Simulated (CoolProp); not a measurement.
Properties of R143a along the isobar 0.101 MPa.

The numbers come from the reference Helmholtz-energy equation of state, Lemmon and Jacobsen 2000 in CoolProp.

```json
[
 {"T (K)": "202.3", "phase": "liquid", "Z": "0.004106", "expansivity (1/kK)": "2.095", "viscosity (µPa s)": "278", "conductivity (mW/(m K))": "114", "fugacity coefficient": "[?]"},
 {"T (K)": "234.6", "phase": "gas", "Z": "0.9579", "expansivity (1/kK)": "[?]", "viscosity (µPa s)": "8.78", "conductivity (mW/(m K))": "9.61", "fugacity coefficient": "[?]"},
 {"T (K)": "266.8", "phase": "gas", "Z": "[?]", "expansivity (1/kK)": "4.119", "viscosity (µPa s)": "9.95", "conductivity (mW/(m K))": "[?]", "fugacity coefficient": "[?]"},
 {"T (K)": "299", "phase": "gas", "Z": "0.9832", "expansivity (1/kK)": "3.550", "viscosity (µPa s)": "11.2", "conductivity (mW/(m K))": "15.0", "fugacity coefficient": "0.9835"},
 {"T (K)": "331.2", "phase": "gas", "Z": "0.9883", "expansivity (1/kK)": "3.145", "viscosity (µPa s)": "12.3", "conductivity (mW/(m K))": "[?]", "fugacity coefficient": "0.9884"},
 {"T (K)": "363.4", "phase": "gas", "Z": "0.9916", "expansivity (1/kK)": "2.834", "viscosity (µPa s)": "13.5", "conductivity (mW/(m K))": "[?]", "fugacity coefficient": "0.9916"},
 {"T (K)": "395.6", "phase": "gas", "Z": "0.9938", "expansivity (1/kK)": "2.585", "viscosity (µPa s)": "14.6", "conductivity (mW/(m K))": "25.1", "fugacity coefficient": "0.9938"},
 {"T (K)": "427.9", "phase": "gas", "Z": "0.9953", "expansivity (1/kK)": "2.378", "viscosity (µPa s)": "15.7", "conductivity (mW/(m K))": "28.9", "fugacity coefficient": "0.9954"}
]
```

**Question.** Fill in the missing entries.

**Answer.** 
- 202.3, fugacity coefficient: 0.2758
- 234.6, expansivity (1/kK): 5.017
- 234.6, fugacity coefficient: 0.9591
- 266.8, Z: 0.9745
- 266.8, conductivity (mW/(m K)): 12.1
- 266.8, fugacity coefficient: 0.9750
- 331.2, conductivity (mW/(m K)): 18.1
- 363.4, conductivity (mW/(m K)): 21.5

Viscosity comes from a separate model (Klein 1997), an estimate that may be off by 10 % or more. Thermal conductivity comes from a separate model (McLinden 2000), an estimate that may be off by 10 % or more.
